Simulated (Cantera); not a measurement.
An isothermal, constant-pressure homogeneous reactor starts with 46.5 % CH₄, 45.6 % CO₂, 7.91 % H₂, at 1325 K and 11.0 bar.

Cantera simulation using GRI-Mech 3.0 (53 species, 325 reactions); the numbers are that mechanism's predictions, not measurements.

x: mole fraction; the columns are a selection and need not sum to one.

| t (s) | x CH₄ | x CO₂ | x H₂ | x CH₂CO | x CH₃ | x HO₂ | x H₂O |
|---|---|---|---|---|---|---|---|
| 0.000100 | 0.465 | 0.456 | 0.0791 | <1e-12 | 2.77e-6 | <1e-12 | 5.13e-7 |
| 0.000307 | 0.465 | 0.456 | 0.0791 | <1e-12 | 4.35e-6 | <1e-12 | 3.22e-6 |
| 0.000942 | 0.465 | 0.456 | 0.0791 | 1.78e-12 | 4.51e-6 | <1e-12 | 1.28e-5 |
| 0.00289 | 0.465 | 0.456 | 0.0791 | 1.96e-11 | 4.69e-6 | <1e-12 | 4.31e-5 |
| 0.00888 | 0.465 | 0.456 | 0.0791 | 1.97e-10 | 5.12e-6 | <1e-12 | 0.000142 |
| 0.0273 | 0.464 | 0.455 | 0.0792 | (withheld) | 5.85e-6 | <1e-12 | 0.000487 |
| 0.0837 | 0.462 | 0.454 | 0.0796 | (withheld) | 6.31e-6 | <1e-12 | 0.00167 |
| 0.257 | 0.456 | 0.448 | 0.0811 | (withheld) | 6.51e-6 | <1e-12 | 0.00548 |
| 0.788 | 0.436 | 0.431 | 0.0848 | (withheld) | 6.96e-6 | <1e-12 | 0.0181 |
| 2.42 | 0.387 | 0.377 | 0.0846 | (withheld) | 8.06e-6 | <1e-12 | 0.0607 |
| 7.43 | 0.298 | 0.267 | 0.0748 | (withheld) | 9.16e-6 | <1e-12 | 0.147 |
| 22.8 | 0.269 | 0.223 | 0.0797 | (withheld) | 9.35e-6 | <1e-12 | 0.168 |
| 70.0 | 0.274 | 0.203 | 0.0939 | (withheld) | 8.74e-6 | <1e-12 | 0.154 |

Task: Complete the blanks.

Result: 
- 0.0273, x CH₂CO: 1.80e-9
- 0.0837, x CH₂CO: 1.17e-8
- 0.257, x CH₂CO: 5.44e-8
- 0.788, x CH₂CO: 2.58e-7
- 2.42, x CH₂CO: 1.52e-6
- 7.43, x CH₂CO: 7.88e-6
- 22.8, x CH₂CO: 9.43e-6
- 70.0, x CH₂CO: 6.07e-6
